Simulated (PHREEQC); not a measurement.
A PHREEQC input (ion-association model, wateq4f.dat):

```
SOLUTION 1
  temp 18
  units mg/L
  pH 6.4
  pe -0.1
  Na 2.81
  K 0.429 charge
  Ca 4.38
  Mg 0.709
  Cl 6.35
  S(6) 8.56 as SO4
  Alkalinity 2.6 as HCO3
  F 0.00364
END
USE solution 1
EQUILIBRIUM_PHASES 1
  Quartz 0 0.5
  CO2(g) -3.4 10
END
```

The run finishes without an error or a warning.

Its last state differs from that of the intended input:

```tsv
quantity	as run	intended
ionic strength (mol/kgw)	0.000620	0.000625
KSO4- (mol/kgw)	4.89e-10	5.31e-9
SI of Quartz (SiO2)	-0.00	+0.00
```

### Question
One thing in the input isn't as intended. What explains the difference?

### Answer
Several could match; the one computed here: The fault: charge balance asked on the minor ion K. The line should read `K 0.429` where the input has `K 0.429 charge`.
